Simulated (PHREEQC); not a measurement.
NaOH is added in steps, without added water, to 1 kg of water holding 0.017 mol Cd(NO3)2, at 45 °C. Oxygen alone is held at its pressure in air (log pO2 = -0.68). No CO2 enters from the air. Nothing may precipitate in this run.

Base run: PHREEQC, ion-association model, wateq4f.dat. Each further column changes one thing. The table gives pH.

```
NaOH added (mol)   base  diluted 100-fold with water  Cd(NO3)2 from 0.017 to 0.0255 mol/kgw  Cd(NO3)2 replaced by Cu(NO3)2 at the same molality
----------------  -----  ---------------------------  -------------------------------------  --------------------------------------------------
0                  5.76                         6.52                                   5.68                                                4.38
0.0025             8.93                        10.74                                   8.74                                                5.31
0.005              9.31                        11.05                                   9.10                                                5.54
0.0075             9.57                        11.22                                   9.34                                                5.73
0.01               9.78                        11.35                                   9.53                                                5.92
0.0125             9.98                        11.44                                   9.69                                                6.15
0.015             10.15                        11.52                                   9.83                                                6.50
0.0175            10.32                        11.58                                   9.96                                                7.14
0.02              10.48                        11.64                                  10.09                                                7.66
```

In at least one series the solution becomes supersaturated in solids that the run did not let form, among them Cd(OH)2. Constants without temperature data keep their 25 °C values here. The database's constant for dissolved Cu(OH)2 is higher than later reviews accept.
